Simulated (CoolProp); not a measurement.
Vapour-liquid equilibrium of carbon dioxide (1) + n-butane (2) at -24.05 °C; x and y are mole fractions of (1).

Values from CoolProp's multi-fluid Helmholtz-energy mixture model, Span 1996 and Bücker 2006; pair parameters Kunz 2012.

| x | bubble pressure, mixture model (bar) | bubble pressure, Raoult's law (bar) | y, mixture model | y, Raoult's law |
|---|---|---|---|---|
| 0.05 | 2.129 | 1.224 | 0.822 | 0.709 |
| 0.2 | 6.878 | 3.770 | 0.945 | 0.920 |
| 0.35 | 10.06 | 6.316 | 0.963 | 0.961 |
| 0.5 | 11.92 | 8.861 | 0.970 | 0.979 |
| 0.65 | 13.21 | 11.41 | 0.975 | 0.988 |
| 0.8 | 14.58 | 13.95 | 0.982 | 0.995 |
| 0.95 | 16.49 | 16.50 | 0.993 | 0.999 |

The largest gap from Raoult's law is +82.4 % in bubble pressure, at x = 0.2. No azeotrope shows between x = 0.05 and 0.95.

Pair parameters are fitted to limited data, so mixtures are less certain than the pure fluids. With so large a gap from Raoult's law the liquid may split in two, which this calculation doesn't test in full.
